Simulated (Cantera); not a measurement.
Input: 1 mol B2H6, 0.13 mol H2O, 0.13 mol N2, equilibrated at 2700 Pa.

Cantera equilibrium calculation (NASA polynomials, part measured and part estimated; ideal gas, pure solids and liquids). Candidate condensed phases: B, BN, B2O3, B3O3H3, H2O; 39 gas species. The feed counts by its element totals alone. N2 is the only nitrogen source here; it is nearly inert below about 1500 K, so the nitride shown seldom forms there in practice. Mutual solubility and eutectic melting of coexisting phases are not modelled. The numbers say what is thermodynamically allowed, not how fast it happens. All values below are at 1498 K.

Base state: H2 0.973, HBO 0.0210, B2O2 0.00340, B3O3H3 0.00109, B2O3 0.000771, HBO2 0.000525, H 0.000103, BO 5.83e-5 (mole fractions); condensed: B(s) + BN(s) + B2O3(l).

Problem. What changes in the equilibrium state with this change: B2H6 replaced by BF3?

Solution. 
| species | before | after |
|---|---|---|
| BF3 | 0 | 0.628 |
| HF | 0 | 0.185 |
| N2 | 1.91e-7 | 0.0937 |
| H2 | 0.973 | 1.14e-5 |
| BOF | 0 | 0.0915 |
| HBO | 0.0210 | 1.03e-9 |
| B2O2 | 0.00340 | <1e-9 |
| B3O3H3 | 0.00109 | <1e-9 |
| B3O3F3 | 0 | 0.000160 |
| BO | 5.83e-5 | <1e-9 |
| BOF2 | 0 | 1.69e-5 |
| B(s), mol | 1.62 | 0 |
| BN(s), mol | 0.260 | 0 |
| B2O3(l), mol | 0.00680 | 0 |

Problem. What changes in the equilibrium state with this change: N2 from 0.13 to 33 mol?

Solution. 
| species | before | after |
|---|---|---|
| N2 | 1.91e-7 | 0.910 |
| H2 | 0.973 | 0.0880 |
| HBO2 | 0.000525 | 0.00112 |
| HBO | 0.0210 | 0.000360 |
| B3O3H3 | 0.00109 | 5.45e-9 |
| B2O2 | 0.00340 | 1.10e-5 |
| BO | 5.83e-5 | 3.32e-6 |
| B(s), mol | 1.62 | 0 |
| BN(s), mol | 0.260 | 1.93 |
| B2O3(l), mol | 0.00680 | 0 |
